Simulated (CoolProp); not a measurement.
Octamethylcyclotetrasiloxane (D4) along the isobar 101 kPa: density (kg/m³) from the reference equation and from simpler models built on Tc = 313.4 °C, pc = 1347 kPa, ω = 0.598; each cubic takes its own stable root.

Model: reference Helmholtz-energy equation of state, Thol 2015, in CoolProp.

```csv
T (°C),phase,reference
182.45,gas,8.524
189.25,gas,8.362
196.05,gas,8.207
202.85,gas,8.059
209.55,gas,7.919
216.35,gas,7.784
223.15,gas,7.654
229.85,gas,7.531
236.65,gas,7.412
243.45,gas,7.296
250.25,gas,7.185
256.95,gas,7.079
263.75,gas,6.975
```

How far does each simpler model (van der Waals, Redlich-Kwong, Soave-Redlich-Kwong) lie from the reference over these 13 states: mean and median of the absolute difference, and the worst?


- van der Waals: mean 1.9 %, median 1.8 %, worst -3.2 % at 182.45 °C and 101 kPa
- Redlich-Kwong: mean 1.0 %, median 1.0 %, worst -1.9 % at 182.45 °C and 101 kPa
- Soave-Redlich-Kwong: mean 0.3 %, median 0.2 %, worst -0.6 % at 182.45 °C and 101 kPa
